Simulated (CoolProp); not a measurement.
A single-stage vapour-compression cycle with the fluid: evaporating at 219.15 K (dew point), condensing at 265.15 K (bubble point), superheat 8 K, subcooling 2 K, compressor efficiency 0.8, no pressure losses. The same conditions are run with several fluids, on thermodynamics alone (safety and materials aside).

The numbers come from the reference Helmholtz-energy equation of state of each fluid (R152A: Outcalt 1996; R13: Platzer 1990; C3F8 (R218): Lemmon 2006; propylene: Lemmon 2013; carbonyl sulfide: Lemmon 2006; fluoroethane (R161): Wu 2012) in CoolProp. The equations of Platzer and Polt are older, rougher fits.

| fluid | cooling COP | pressure ratio | discharge temperature (K) | refrigerating effect (kJ/kg) | volumetric capacity (kJ/m³) |
|---|---|---|---|---|---|
| R152A | 3.23 | … | 323.3 | 291 | 224 |
| R13 | 2.84 | 4.47 | 296.8 | 94.1 | … |
| C3F8 (R218) | 2.90 | 7.33 | 268.4 | 73.1 | 323 |
| propylene | 3.20 | 6.08 | 310.6 | 357 | 612 |
| carbonyl sulfide | 3.16 | 6.02 | 353.7 | 263 | 724 |
| fluoroethane (R161) | 3.21 | 7.46 | … | 363 | 418 |

**Question.** Fill in the missing entries.

**Answer.** 
- R152A, pressure ratio: 9.03
- R13, volumetric capacity (kJ/m³): 2040
- fluoroethane (R161), discharge temperature (K): 327.5
